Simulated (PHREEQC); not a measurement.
A PHREEQC speciation (ion-association model, phreeqc.dat) at 25 °C gives pH 12.51 and these molalities:

```
species   mol/kgw
-------  --------
Na+         0.223
NaCO3-     0.0640
CO3-2      0.0556
OH-        0.0476
HCO3-    0.000141
NaHCO3    8.84e-6
```

### Question
What are the element totals, and what could have been dissolved in 1 kg of water to give them?

### Answer
Several could match; the one computed here: totals C(4) 0.120, Na 0.287 mol/kgw, from 0.067 mol/kgw NaOH, 0.0098 mol/kgw CO2 and 0.11 mol/kgw Na2CO3.

No solid was allowed to form.
